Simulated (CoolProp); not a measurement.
A single-stage vapour-compression cycle with nitrous oxide: evaporating at 206.15 K (dew point), condensing at 238.15 K (bubble point), superheat 2 K, subcooling 5 K, compressor efficiency 0.7, no pressure losses. Each further row changes one setting.

Values from CoolProp's reference Helmholtz-energy equation of state, Lemmon 2006. It is a short technical equation, of lower accuracy than the large ones.

```
case                              cooling COP  pressure ratio  discharge temperature (K)  refrigerating effect (kJ/kg)  volumetric capacity (kJ/m³)
--------------------------------  -----------  --------------  -------------------------  ----------------------------  ---------------------------
as stated                                 [?]            3.55                      305.8                           302                         2560
evaporating temperature 211.15 K         4.83            2.83                      292.9                           304                         3190
condensing temperature 233.15 K          4.72             [?]                      291.3                           311                         2630
subcooling 10 K                          4.00            3.55                      305.8                           311                         2630
superheat 12 K                           3.78            3.55                      319.6                           311                          [?]
compressor efficiency 0.6                 [?]            3.55                        [?]                           302                         2560
```

Q: Some entries are withheld; supply them.

A: 
- as stated, cooling COP: 3.88
- condensing temperature 233.15 K, pressure ratio: 2.99
- superheat 12 K, volumetric capacity (kJ/m³): 2490
- compressor efficiency 0.6, cooling COP: 3.33
- compressor efficiency 0.6, discharge temperature (K): 319.3
